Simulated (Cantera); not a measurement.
A perfectly stirred reactor is fed with 32.3 % CH4, 67.7 % CO2, at 31000 Pa; it is held at 1750 K, and followed from long to short residence time.

Computed with Cantera and GRI-Mech 3.0 (53 species, 325 reactions).

x: mole fraction; the columns are a selection and need not sum to one.

```csv
τ (s),x CH4,x CO2,x C2H4,x H2O2,x CO,x O
0.48,0.0196,0.154,0.000194,4.19e-12,0.426,[?]
0.22,0.0280,0.195,0.000358,5.01e-12,0.374,[?]
0.11,0.0400,0.245,0.000647,5.03e-12,0.316,[?]
0.050,0.0638,0.321,0.00131,3.77e-12,0.239,[?]
0.023,0.102,0.415,0.00253,1.98e-12,0.158,[?]
0.011,0.151,0.506,0.00431,<1e-12,0.0893,8.28e-10
0.0052,0.201,0.580,0.00651,<1e-12,0.0413,6.05e-10
0.0024,0.248,0.630,0.00812,<1e-12,0.0153,4.17e-10
```

Some entries are withheld; supply them.


- 0.48, x O: 2.54e-9
- 0.22, x O: 2.16e-9
- 0.11, x O: 1.82e-9
- 0.050, x O: 1.45e-9
- 0.023, x O: 1.11e-9
